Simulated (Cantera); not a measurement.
A perfectly stirred reactor is fed with 60.7 % C2H6, 39.3 % N2, at 1.00 bar; it is held at 1323 K, and followed from long to short residence time.

Model: GRI-Mech 3.0 (53 species, 325 reactions), integrated in Cantera. GRI-Mech 3.0 stops at C3 and has no aromatics, soot or wall deposition, so with more carbon than oxygen in the feed, carbon stays in small species such as C2H2 where larger ones or solid carbon would form.

Q: Predict: x(C2H6) at τ = 14.0 s; x(C2H2) at τ = 14.0 s; x(C2H6) at τ = 99.0 ms; x(C2H2) at τ = 99.0 ms; x(C2H) at τ = 99.0 ms.

A: 
- x(C2H6) at τ = 14.0 s: 0.00129
- x(C2H2) at τ = 14.0 s: 0.153
- x(C2H6) at τ = 99.0 ms: 0.0116
- x(C2H2) at τ = 99.0 ms: 0.122
- x(C2H) at τ = 99.0 ms: 1.55e-9
